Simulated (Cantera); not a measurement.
**Stirred combustor or abatement burner**

A perfectly stirred reactor is fed with CO : H₂ : CH₄ : O₂ : N₂ = 1 : 0.65 : 1.3 : 6.04 : 22.7 (molar parts), equivalence ratio 0.57, at 1.70 bar; it is adiabatic with a 600 K inlet, and is followed from long to short residence time, starting on the burning branch (τ in s: 0.28, 0.13, 0.06, 0.028, 0.013, 0.006, 0.0028, 0.0013, 0.00061, 0.00028, 0.00013, 6.2e-05).

Detailed kinetics in Cantera: GRI-Mech 3.0 (53 species, 325 reactions).

```
τ (s)    T (K)      x CO      x H₂     x CH₄   x CH₂CO      x NO    x CH₂O    x HCO
-------  -----  --------  --------  --------  --------  --------  --------  -------
0.28      1908  0.000210   5.63e-5   1.70e-6  3.04e-11  0.000127   1.95e-7  2.12e-9
0.13      1906  0.000298   7.37e-5   3.16e-6  9.32e-11   7.88e-5   3.71e-7  4.60e-9
0.060     1904  0.000460  0.000106   5.58e-6  2.60e-10   5.47e-5   6.77e-7  1.01e-8
0.028     1899  0.000734  0.000163   9.36e-6  6.43e-10   4.20e-5   1.18e-6  2.21e-8
0.013     1892   0.00119  0.000258   1.54e-5   1.47e-9   3.38e-5   2.02e-6  4.87e-8
0.0060    1881   0.00195  0.000415   2.51e-5   3.17e-9   2.72e-5   3.43e-6  1.09e-7
0.0028    1865   0.00315  0.000659   4.09e-5   6.48e-9   2.16e-5   5.73e-6  2.39e-7
0.0013    1839   0.00504   0.00103   6.81e-5   1.30e-8   1.69e-5   9.57e-6  5.24e-7
0.00061   1802   0.00792   0.00154  0.000117   2.61e-8   1.34e-5   1.60e-5  1.13e-6
0.00028   1747    0.0125   0.00226  0.000218   5.74e-8   1.04e-5   2.82e-5  2.45e-6
0.00013   1667    0.0201   0.00323  0.000472   1.56e-7   6.95e-6   5.39e-5  5.21e-6
6.2e-5    1515    0.0359   0.00551   0.00181   1.12e-6   1.90e-6  0.000154  1.10e-5
```
x: mole fraction; the columns are a selection and need not sum to one.
